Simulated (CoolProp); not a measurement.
Aqueous potassium formate as a coolant, at 15 °C, 1 atm.

The numbers come from the Melinder's fits for secondary coolants in CoolProp.

| mass % | freezing point (°C) | cp (kJ/(kg K)) | Prandtl number | conductivity (W/(m K)) | density (kg/m³) |
|---|---|---|---|---|---|
| 4.7 | (withheld) | 4.006 | 8.58 | 0.580 | 1029 |
| 10.2 | -5.0 | 3.800 | 8.83 | 0.570 | 1062 |
| 15.7 | -8.5 | 3.602 | 9.14 | 0.561 | 1096 |
| 21.3 | (withheld) | 3.408 | 9.66 | 0.551 | 1132 |
| 26.8 | -17.7 | 3.231 | 10.3 | 0.541 | 1169 |
| 32.4 | -24.0 | 3.066 | 11.1 | 0.530 | 1209 |
| 37.9 | -31.7 | (withheld) | 12.0 | 0.517 | (withheld) |
| 43.5 | -41.1 | (withheld) | 13.6 | 0.502 | 1291 |

Q: Fill in the missing entries.

A: 
- 4.7, freezing point (°C): -2.1
- 21.3, freezing point (°C): -12.7
- 37.9, cp (kJ/(kg K)): 2.920
- 37.9, density (kg/m³): 1248
- 43.5, cp (kJ/(kg K)): 2.786
